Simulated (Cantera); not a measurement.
Gas mixture: 100 % NH₃, at 500000 Pa, frozen composition.

Cantera's kinetic-theory transport with the Lennard-Jones parameters of GRI-Mech 3.0, ideal gas; thermal conductivity in the multicomponent form. Polar gases are described roughly by these parameters. The composition is frozen, though it would react at the higher temperatures.

D: mixture-averaged diffusion coefficient of that species in the mixture.

```json
[
 {"T (K)": "400", "ρ (kg/m³)": "2.56", "cp (J/kg/K)": "2269", "μ (µPa s)": "13.9", "λ (mW/m/K)": "44.2", "Pr": "0.715", "D (cm²/s) CH₃": "0.0793", "D (cm²/s) H₂": "0.274", "D (cm²/s) O": "0.122"},
 {"T (K)": "550", "ρ (kg/m³)": "1.86", "cp (J/kg/K)": "2565", "μ (µPa s)": "19.2", "λ (mW/m/K)": "68.7", "Pr": "0.716", "D (cm²/s) CH₃": "0.144", "D (cm²/s) H₂": "0.479", "D (cm²/s) O": "0.217"},
 {"T (K)": "700", "ρ (kg/m³)": "1.46", "cp (J/kg/K)": "2844", "μ (µPa s)": "24.3", "λ (mW/m/K)": "95.9", "Pr": "0.719", "D (cm²/s) CH₃": "0.222", "D (cm²/s) H₂": "0.726", "D (cm²/s) O": "0.332"},
 {"T (K)": "850", "ρ (kg/m³)": "1.20", "cp (J/kg/K)": "3087", "μ (µPa s)": "29.1", "λ (mW/m/K)": "124", "Pr": "0.722", "D (cm²/s) CH₃": "0.314", "D (cm²/s) H₂": "1.01", "D (cm²/s) O": "0.465"},
 {"T (K)": "1000", "ρ (kg/m³)": "1.02", "cp (J/kg/K)": "3319", "μ (µPa s)": "33.6", "λ (mW/m/K)": "154", "Pr": "0.724", "D (cm²/s) CH₃": "0.417", "D (cm²/s) H₂": "1.33", "D (cm²/s) O": "0.615"},
 {"T (K)": "1150", "ρ (kg/m³)": "0.891", "cp (J/kg/K)": "3518", "μ (µPa s)": "37.9", "λ (mW/m/K)": "184", "Pr": "0.726", "D (cm²/s) CH₃": "0.531", "D (cm²/s) H₂": "1.68", "D (cm²/s) O": "0.780"},
 {"T (K)": "1300", "ρ (kg/m³)": "0.788", "cp (J/kg/K)": "3695", "μ (µPa s)": "?", "λ (mW/m/K)": "?", "Pr": "0.728", "D (cm²/s) CH₃": "?", "D (cm²/s) H₂": "?", "D (cm²/s) O": "?"},
 {"T (K)": "1450", "ρ (kg/m³)": "0.706", "cp (J/kg/K)": "3852", "μ (µPa s)": "45.9", "λ (mW/m/K)": "243", "Pr": "0.729", "D (cm²/s) CH₃": "0.789", "D (cm²/s) H₂": "2.48", "D (cm²/s) O": "1.15"},
 {"T (K)": "1600", "ρ (kg/m³)": "0.640", "cp (J/kg/K)": "3990", "μ (µPa s)": "?", "λ (mW/m/K)": "?", "Pr": "0.729", "D (cm²/s) CH₃": "?", "D (cm²/s) H₂": "?", "D (cm²/s) O": "?"}
]
```

Question: Complete the blanks.

Answer: 
- 1300, μ (µPa s): 42.0
- 1300, λ (mW/m/K): 213
- 1300, D (cm²/s) CH₃: 0.655
- 1300, D (cm²/s) H₂: 2.06
- 1300, D (cm²/s) O: 0.959
- 1600, μ (µPa s): 49.6
- 1600, λ (mW/m/K): 271
- 1600, D (cm²/s) CH₃: 0.932
- 1600, D (cm²/s) H₂: 2.92
- 1600, D (cm²/s) O: 1.36
